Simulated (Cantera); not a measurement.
**Thermodynamics of silicon etching in halogen gases, feed Si + Cl2 + H2**

Input: 1 mol Si, 2.5 mol Cl2, 93 mol H2, equilibrated at 998.15 K.

Cantera equilibrium calculation (NASA polynomials, part measured and part estimated; ideal gas, pure solids and liquids). Candidate condensed phases: Si; 19 gas species. The tables' values for SiCl3 are old estimates; treat these amounts as uncertain. Kinetics and transport are ignored.

```csv
P (Pa),x H2,x HCl,x SiCl4,x SiCl2,n Si(s)
1,0.952,0.0440,0.000206,0.00345,0.632
4.20,0.954,0.0420,0.000716,0.00314,0.593
18,0.957,0.0375,0.00192,0.00248,0.505
75,0.963,0.0308,0.00363,0.00167,0.372
320,0.968,0.0236,0.00529,0.000976,0.215
1300,0.973,0.0175,0.00639,0.000532,0.0664
5600,0.975,0.0147,0.00684,0.000189,0
24000,0.975,0.0144,0.00697,4.65e-5,0
100000,0.975,0.0143,0.00702,1.14e-5,0
```
x: gas mole fraction; n: condensed amount in mol.

From 1.00 Pa to 13.0 mbar the condensed part is Si(s). From 56.0 mbar to 1.00 bar nothing is condensed. The main Si-bearing gas is SiCl2 at 1.00 Pa and SiCl4 at 1.00 bar.
